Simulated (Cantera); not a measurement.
An isothermal, constant-pressure homogeneous reactor starts with H2 : O2 = 0.2 : 1 (molar parts), equivalence ratio 0.10, at 900 K and 1330 Pa.

Computed with Cantera and GRI-Mech 3.0 (53 species, 325 reactions). Radical loss at walls, strong at low pressure, is not modelled. Below about 950 K walls govern HO2 and H2O2 in real vessels. The temperature is held fixed by assumption; the heat of reaction is taken as removed at once.

x: mole fraction; the columns are a selection and need not sum to one.

| t (s) | x H2 | x O2 | x H2O2 | x HO2 | x OH | x H |
|---|---|---|---|---|---|---|
| 0.000300 | 0.167 | 0.833 | <1e-12 | 1.97e-11 | 2.56e-12 | 2.07e-11 |
| 0.000823 | 0.167 | 0.833 | <1e-12 | 5.75e-11 | 1.82e-11 | 1.22e-10 |
| 0.00226 | 0.167 | 0.833 | <1e-12 | 4.70e-10 | [?] | 6.61e-9 |
| 0.00620 | 0.166 | 0.833 | 3.76e-9 | 6.56e-6 | [?] | 0.000297 |
| 0.0170 | 0.00474 | 0.811 | 5.73e-7 | 1.98e-5 | [?] | 0.00619 |
| 0.0468 | 0.000553 | 0.818 | 3.27e-7 | 7.89e-6 | [?] | 5.53e-5 |
| 0.128 | 0.000117 | 0.818 | 1.77e-7 | 2.54e-6 | [?] | 3.05e-6 |
| 0.352 | 2.17e-5 | 0.818 | 8.34e-8 | 6.68e-7 | [?] | 2.44e-7 |
| 0.967 | 2.93e-6 | 0.818 | 3.59e-8 | 1.39e-7 | [?] | 1.90e-8 |
| 2.65 | 2.79e-7 | 0.818 | 1.49e-8 | 2.89e-8 | [?] | 1.66e-9 |
| 7.29 | 2.33e-8 | 0.818 | 6.29e-9 | 7.26e-9 | [?] | 1.98e-10 |
| 20.0 | 3.86e-9 | 0.818 | 2.77e-9 | 2.22e-9 | [?] | 3.12e-11 |

Q: Complete the blanks.

A: 
- 0.00226, x OH: 1.02e-9
- 0.00620, x OH: 4.67e-5
- 0.0170, x OH: 0.00168
- 0.0468, x OH: 0.000214
- 0.128, x OH: 7.41e-5
- 0.352, x OH: 3.26e-5
- 0.967, x OH: 1.46e-5
- 2.65, x OH: 6.70e-6
- 7.29, x OH: 3.33e-6
- 20.0, x OH: 1.80e-6
